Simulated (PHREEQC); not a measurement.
1 kg of water holding 130 mmol/kgw Na2SO4, 9.6 mmol/kgw NaCl, 8.3 mmol/kgw Na2CO3 and 3.6 mmol/kgw NaOH is evaporated at 25 °C; the solids stay in contact with the brine. CO2 is held at log p = -3.4 (atm). Only these solids could form: Burkeite, Halite, Mirabilite, Nahcolite, Natron, Thenardite, Trona.

The series has 23 steps of water left (kg), from 0.9999 to 0.005904.

Equilibrium calculation in PHREEQC: Pitzer model, pitzer.dat.

Q: Which solids form, in which order, and at which step of the series does each first stand?

A: Mirabilite from water left = 0.06159 kg (pH 9.55); Thenardite from water left = 0.005904 kg (pH 9.89); Trona from water left = 0.005904 kg (pH 9.89).
